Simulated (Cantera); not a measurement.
Cantera run, input and output.

```python
import numpy as np
import cantera as ct

gas = ct.Solution("h2o2.yaml")
gas.TPX = 325, 32000, {'H2': 1, 'O2': 0.294, 'N2': 1.12}
flame = ct.FreeFlame(gas, width=0.089)
flame.set_refine_criteria(ratio=3, slope=0.08, curve=0.16)
flame.transport_model = "mixture-averaged"
flame.solve(loglevel=0, auto=True)
flame.transport_model = "multicomponent"
flame.soret_enabled = True
flame.solve(loglevel=0, refine_grid=True)
z, T = flame.grid, flame.T
thick = (T[-1] - T[0]) / np.gradient(T, z).max()
show = ['H2', 'O2', 'OH', 'HO2', 'H2O', 'H2O2']
print(f"laminar burning velocity  {flame.velocity[0] * 100:.3f} cm/s")
print(f"burnt temperature         {T[-1]:.1f} K")
print(f"thermal thickness         {thick * 1e3:.4f} mm")
print(f"grid points               {len(z)}")
z0 = z[flame.heat_release_rate.argmax()]
print(f"{'z/mm':>9s}{'T/K':>9s}{'u/(m/s)':>9s}" + "".join(f"{s:>11s}" for s in show))
rows = []
for k in (-3, -2, -1.5, -1, -0.5, -0.25, 0, 0.25, 0.5, 1, 2, 4, 8):
    zz = z0 + k * thick
    rows.append([k * thick, np.interp(zz, z, T), np.interp(zz, z, flame.velocity),
                 *(np.interp(zz, z, flame.X[gas.species_index(s)]) for s in show)])
    print(f"{rows[-1][0] * 1e3:9.3f}{rows[-1][1]:9.1f}{rows[-1][2]:9.3f}" + "".join(f"{x:11.3e}" for x in rows[-1][3:]))
```

It prints:

```
laminar burning velocity  289.636 cm/s
burnt temperature         2169.0 K
thermal thickness         1.5157 mm
grid points               141
     z/mm      T/K  u/(m/s)         H2         O2         OH        HO2        H2O       H2O2
   -4.547    325.0    2.896  4.143e-01  1.218e-01  3.620e-18  4.039e-15  1.135e-14  5.512e-16
   -3.031    325.0    2.896  4.143e-01  1.218e-01  1.879e-16  2.440e-13  7.968e-13  9.794e-15
   -2.273    325.0    2.896  4.142e-01  1.218e-01  1.105e-14  1.852e-11  5.169e-11  7.339e-13
   -1.516    325.0    2.896  4.141e-01  1.218e-01  2.140e-11  5.707e-09  1.251e-08  2.333e-10
   -0.758    335.9    2.935  4.010e-01  1.245e-01  1.187e-05  7.211e-05  1.873e-04  5.750e-06
   -0.379    621.2    5.224  3.576e-01  1.193e-01  8.445e-04  1.120e-04  2.189e-02  5.298e-05
    0.000   1060.9    8.772  2.626e-01  7.997e-02  1.570e-03  3.329e-05  1.055e-01  1.132e-06
    0.379   1341.4   11.062  1.656e-01  2.135e-02  3.759e-03  8.168e-06  2.147e-01  6.680e-07
    0.758   1460.4   12.004  1.431e-01  4.899e-03  4.452e-03  1.764e-06  2.473e-01  4.881e-07
    1.516   1574.2   12.863  1.467e-01  2.018e-03  5.198e-03  6.649e-07  2.543e-01  3.615e-07
    3.031   1696.6   13.755  1.556e-01  1.477e-03  5.705e-03  4.463e-07  2.575e-01  2.233e-07
    6.063   1819.0   14.620  1.642e-01  9.694e-04  5.662e-03  2.828e-07  2.615e-01  1.194e-07
   12.125   1930.0   15.381  1.718e-01  5.461e-04  5.001e-03  1.652e-07  2.658e-01  5.997e-08
```

Detailed kinetics in Cantera: the H2/O2 subset of GRI-Mech 3.0, which has no nitrogen chemistry. Burning velocities carry a grid error of a few per cent, more on coarse grids.
